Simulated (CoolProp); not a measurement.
Properties of methanol along the isobar 0.0888 MPa.

Values from CoolProp's reference Helmholtz-energy equation of state, de Reuck 1993.

```tsv
T (K)	phase	cv (kJ/(kg K))	speed of sound (m/s)	Joule-Thomson coefficient (K/MPa)	conductivity (mW/(m K))
400.1	gas	1.397	349.5	40.78	25.5
431.5	gas	1.458	362.1	27.54	29.3
462.9	gas	1.529	373.9	19.31	33.3
494.4	gas	1.602	385.3	13.73	37.4
525.8	gas	1.676	396.2	9.815	41.8
557.2	gas	1.748	406.8	6.998	46.3
588.6	gas	1.818	417.1	4.940	51.0
620	gas	1.885	427.2	3.423	55.8
```

Thermal conductivity comes from a separate model (Sykioti 2013).
